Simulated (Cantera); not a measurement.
A closed system holds: 1 mol Si3N4, 0.026 mol CO2, 930 mol H2, 0.25 mol O2, held at 4.80 mbar.

These are equilibrium values from Cantera (NASA tables, ideal gas, pure condensed phases), not measurements of a reactor. Candidate condensed phases: C, C6H6, C7H8, C8H18, H2O, Si, SiC, SiO2, Si2N2O, Si3N4; 151 gas species. Gases not in the tables: Si2H6 and higher silanes. Rates play no part.

At 1875 K, list the 6 most abundant gas species with their mole fractions, and the condensed phases.

H2 0.986, H 0.00939, N2 0.00213, Si 0.00189, SiO 0.000569, SiH 0.000120. Condensed: Si(l).
